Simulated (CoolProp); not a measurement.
Vapour-liquid equilibrium of fluoroethane (R161) (1) + R227EA (2) at 0.765 bar; x and y are mole fractions of (1).

Model: multi-fluid Helmholtz-energy mixture model, Wu 2012 and Lemmon 2016; pair parameters Bell 2016, in CoolProp.

Problem. Give the bubble temperature and the first vapour's composition at x = 0.125, 0.35, 0.875. Is there an azeotrope?

Solution. x = 0.125: -23.5 °C, y = 0.173; x = 0.35: -28.2 °C, y = 0.550; x = 0.875: -41.3 °C, y = 0.966. No azeotrope shows between x = 0.05 and 0.95.

The pair parameters rest on a limited set of measurements; away from them the model extrapolates.
